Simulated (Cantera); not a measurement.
Charge: 1 mol AlN, 230 mol H2, 35 mol N2, equilibrated at 1750 K and 0.623 Torr.

These are equilibrium values from Cantera (NASA tables, ideal gas, pure condensed phases), not measurements of a reactor. Candidate condensed phases: Al, AlN; 13 gas species. Kinetics and transport are ignored.

Base state: H2 0.856, N2 0.133, H 0.00747, Al 0.00369, AlH 5.14e-5 (mole fractions); condensed: gas only.

Question: What changes in the equilibrium state with this change: temperature from 1750 K to 1300 K?

Answer: 
| species | before | after |
|---|---|---|
| H2 | 0.856 | 0.868 |
| N2 | 0.133 | 0.132 |
| H | 0.00747 | 3.58e-5 |
| Al | 0.00369 | 2.71e-9 |
| AlH | 5.14e-5 | <1e-9 |
| AlN(s), mol | 0 | 1.000 |
